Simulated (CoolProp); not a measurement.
Vapour pressure (kPa) of toluene: the reference equation beside estimates from Tc = 591.7 K, pc = 4126 kPa, ω = 0.266. Clausius-Clapeyron is anchored at 355.7 K with a constant enthalpy of vaporisation of 34.87 kJ/mol.

The numbers come from the reference Helmholtz-energy equation of state, Lemmon 2006 in CoolProp. It is a short technical equation, of lower accuracy than the large ones.

```json
[
 {"T (K)": "341.8", "reference": "25.86", "Clausius-Clapeyron": "26.26", "Redlich-Kwong": "56.02"},
 {"T (K)": "343.8", "reference": "27.85", "Clausius-Clapeyron": "28.20", "Redlich-Kwong": "59.76"},
 {"T (K)": "345.8", "reference": "29.96", "Clausius-Clapeyron": "30.26", "Redlich-Kwong": "63.69"},
 {"T (K)": "347.8", "reference": "32.20", "Clausius-Clapeyron": "32.45", "Redlich-Kwong": "67.81"},
 {"T (K)": "349.7", "reference": "34.45", "Clausius-Clapeyron": "34.64", "Redlich-Kwong": "71.91"},
 {"T (K)": "351.7", "reference": "36.96", "Clausius-Clapeyron": "37.09", "Redlich-Kwong": "76.43"},
 {"T (K)": "353.7", "reference": "39.61", "Clausius-Clapeyron": "39.68", "Redlich-Kwong": "81.17"},
 {"T (K)": "355.7", "reference": "42.41", "Clausius-Clapeyron": "42.41", "Redlich-Kwong": "86.13"},
 {"T (K)": "357.6", "reference": "45.22", "Clausius-Clapeyron": "45.16", "Redlich-Kwong": "91.05"},
 {"T (K)": "359.6", "reference": "48.34", "Clausius-Clapeyron": "48.20", "Redlich-Kwong": "96.46"},
 {"T (K)": "361.6", "reference": "51.62", "Clausius-Clapeyron": "51.41", "Redlich-Kwong": "102.1"},
 {"T (K)": "363.6", "reference": "55.08", "Clausius-Clapeyron": "54.80", "Redlich-Kwong": "108.0"},
 {"T (K)": "365.5", "reference": "58.54", "Clausius-Clapeyron": "58.19", "Redlich-Kwong": "113.9"},
 {"T (K)": "367.5", "reference": "62.36", "Clausius-Clapeyron": "61.94", "Redlich-Kwong": "120.3"}
]
```

Absolute difference from the reference over all 14 rows, mean and median: Clausius-Clapeyron 0.6 and 0.5 %, Redlich-Kwong 104.3 and 104.0 %.
